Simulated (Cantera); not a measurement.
**Equilibrium for carbon deposition, reforming and gasification: C6H6 + H2O + H2**

Charge: 1 mol C6H6, 0.11 mol H2O, 2.7 mol H2, at 2648 K.

Cantera equilibrium calculation (NASA polynomials, part measured and part estimated; ideal gas, pure solids and liquids). Candidate condensed phases: C, C6H6, C7H8, C8H18, H2O; 110 gas species. The ideal-gas law is rough above about 30 bar. The numbers say what is thermodynamically allowed, not how fast it happens.

From 0.0750 Torr to 75000 Torr the condensed part is C(graphite). The main C-bearing gas is C3 at 0.0750 Torr and C2H2 (acetylene) at 75000 Torr. The share of C in condensed phases is highest at 7.50 Torr (94.9 %) and lowest at 0.0750 Torr (66.9 %).

| P (Pa) | x H2 | x H | x C3 | x CO | x C2H2 (acetylene) | x C | x CH4 | n C(graphite) |
|---|---|---|---|---|---|---|---|---|
| 10 | 0.0368 | 0.892 | 0.0435 | 0.00917 | 0.000717 | 0.0114 | 1.63e-11 | 4.01 |
| 46 | 0.145 | 0.827 | 0.00946 | 0.0106 | 0.00283 | 0.00247 | 1.17e-9 | 5.46 |
| 220 | 0.372 | 0.604 | 0.00198 | 0.0129 | 0.00724 | 0.000516 | 3.64e-8 | 5.69 |
| 1000 | 0.609 | 0.363 | 0.000435 | 0.0152 | 0.0119 | 0.000114 | 4.44e-7 | 5.69 |
| 4600 | 0.776 | 0.191 | 9.46e-5 | 0.0168 | 0.0151 | 2.47e-5 | 3.32e-6 | 5.68 |
| 22000 | 0.872 | 0.0926 | 1.98e-5 | 0.0177 | 0.0170 | 5.16e-6 | 2.01e-5 | 5.67 |
| 100000 | 0.919 | 0.0446 | 4.35e-6 | 0.0182 | 0.0179 | 1.14e-6 | 0.000101 | 5.67 |
| 460000 | 0.941 | 0.0210 | 9.46e-7 | 0.0184 | 0.0183 | 2.47e-7 | 0.000489 | 5.66 |
| 2200000 | 0.950 | 0.00966 | 1.98e-7 | 0.0185 | 0.0185 | 5.16e-8 | 0.00238 | 5.65 |
| 10000000 | 0.946 | 0.00452 | 4.35e-8 | 0.0187 | 0.0184 | 1.14e-8 | 0.0107 | 5.59 |
x: gas mole fraction; n: condensed amount in mol.
